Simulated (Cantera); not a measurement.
Source: NASA polynomial tables (part measured, part estimated), evaluated in Cantera. Values are per mole of reaction as written; species without (g) are pure solids or liquids, kept so even where they would boil at 1 bar.

2 BF3(g) + N2(g) → 6 F(g) + 2 BN

```tsv
T (K)	ΔH° (kJ)	ΔS° (J/K)	ΔG° (kJ)	log10 K
300	2245.9	282.0	2161.3	-376.30
2598	(withheld)	(withheld)	(withheld)	(withheld)
2648	2316.8	355.8	1374.7	-27.12
2698	2318.0	356.2	1356.9	-26.27
2748	2319.1	356.6	1339.1	-25.45
2798	2320.2	357.0	1321.2	-24.67
2848	(withheld)	(withheld)	(withheld)	(withheld)
```

**Question.** What belongs in the gaps?

**Answer.** 
- 2598, ΔH° (kJ): 2315.7
- 2598, ΔS° (J/K): 355.4
- 2598, ΔG° (kJ): 1392.5
- 2598, log10 K: -28.00
- 2848, ΔH° (kJ): 2321.3
- 2848, ΔS° (J/K): 357.4
- 2848, ΔG° (kJ): 1303.4
- 2848, log10 K: -23.90
